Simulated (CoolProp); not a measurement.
Properties of isobutane along the isotherm 97.05 °C (Tc = 134.7 °C, pc = 3.629 MPa, ω = 0.184).

Computed with CoolProp (reference Helmholtz-energy equation of state, Bücker 2006).

```tsv
p (MPa)	phase	density (kg/m³)	speed of sound (m/s)	Prandtl number	fugacity coefficient
1.01	gas	22.33	208.2	0.809	0.8724
2.02	liquid	437.7	405.7	…	0.7123
3.02	liquid	446.4	…	3.37	0.4973
4.03	liquid	453.7	475.8	3.35	0.3888
5.04	liquid	…	…	3.35	…
6.05	liquid	…	529.0	3.36	…
7.06	liquid	470.5	551.9	3.37	0.2511
8.06	liquid	475.0	572.8	3.38	0.2289
9.07	liquid	…	592.4	3.40	0.2117
```

Problem. Complete the blanks.

Solution. 
- 2.02, Prandtl number: 3.41
- 3.02, speed of sound (m/s): 443.7
- 5.04, density (kg/m³): 460.0
- 5.04, speed of sound (m/s): 503.9
- 5.04, fugacity coefficient: 0.3241
- 6.05, density (kg/m³): 465.5
- 6.05, fugacity coefficient: 0.2814
- 9.07, density (kg/m³): 479.2

Viscosity comes from a separate model (Vogel 2000). Thermal conductivity comes from a separate model (Perkins 2002).
